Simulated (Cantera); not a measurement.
## Stirred combustor or abatement burner

A perfectly stirred reactor is fed with CH4 : O2 : N2 = 1 : 1.43 : 5.37 (molar parts), at 0.957 atm; it is adiabatic with a 350 K inlet, and is followed from long to short residence time, starting on the burning branch (τ in s: 0.059, 0.03, 0.015, 0.0076, 0.0038, 0.0019, 0.00098, 0.0005, 0.00025, 0.00013, 6.4e-05, 3.2e-05, 1.6e-05).

Computed with Cantera and GRI-Mech 3.0 (53 species, 325 reactions).

```json
[
 {"τ (s)": "0.059", "T (K)": "2009", "x CH4": "0.000294", "x O2": "0.000201", "x CH2CO": "6.85e-7", "x C2H4": "9.19e-7", "x HCO": "1.20e-7"},
 {"τ (s)": "0.030", "T (K)": "2006", "x CH4": "0.000396", "x O2": "0.000336", "x CH2CO": "1.23e-6", "x C2H4": "1.96e-6", "x HCO": "2.09e-7"},
 {"τ (s)": "0.015", "T (K)": "2002", "x CH4": "0.000520", "x O2": "0.000562", "x CH2CO": "2.10e-6", "x C2H4": "3.98e-6", "x HCO": "3.78e-7"},
 {"τ (s)": "0.0076", "T (K)": "1996", "x CH4": "0.000675", "x O2": "0.000924", "x CH2CO": "3.41e-6", "x C2H4": "7.66e-6", "x HCO": "6.84e-7"},
 {"τ (s)": "0.0038", "T (K)": "1987", "x CH4": "0.000901", "x O2": "0.00155", "x CH2CO": "5.56e-6", "x C2H4": "1.49e-5", "x HCO": "1.26e-6"},
 {"τ (s)": "0.0019", "T (K)": "1972", "x CH4": "0.00127", "x O2": "0.00267", "x CH2CO": "9.31e-6", "x C2H4": "3.03e-5", "x HCO": "2.32e-6"},
 {"τ (s)": "0.00098", "T (K)": "1947", "x CH4": "0.00192", "x O2": "0.00474", "x CH2CO": "1.65e-5", "x C2H4": "6.48e-5", "x HCO": "4.14e-6"},
 {"τ (s)": "0.00050", "T (K)": "1886", "x CH4": "0.00382", "x O2": "0.0104", "x CH2CO": "4.16e-5", "x C2H4": "0.000195", "x HCO": "7.39e-6"},
 {"τ (s)": "0.00025", "T (K)": "350", "x CH4": "0.128", "x O2": "0.183", "x CH2CO": "<1e-12", "x C2H4": "<1e-12", "x HCO": "<1e-12"},
 {"τ (s)": "0.00013", "T (K)": "350", "x CH4": "0.128", "x O2": "0.183", "x CH2CO": "<1e-12", "x C2H4": "<1e-12", "x HCO": "<1e-12"},
 {"τ (s)": "6.4e-5", "T (K)": "350", "x CH4": "0.128", "x O2": "0.183", "x CH2CO": "<1e-12", "x C2H4": "<1e-12", "x HCO": "<1e-12"},
 {"τ (s)": "3.2e-5", "T (K)": "350", "x CH4": "0.128", "x O2": "0.183", "x CH2CO": "<1e-12", "x C2H4": "<1e-12", "x HCO": "<1e-12"},
 {"τ (s)": "1.6e-5", "T (K)": "350", "x CH4": "0.128", "x O2": "0.183", "x CH2CO": "<1e-12", "x C2H4": "<1e-12", "x HCO": "<1e-12"}
]
```
x: mole fraction; the columns are a selection and need not sum to one.
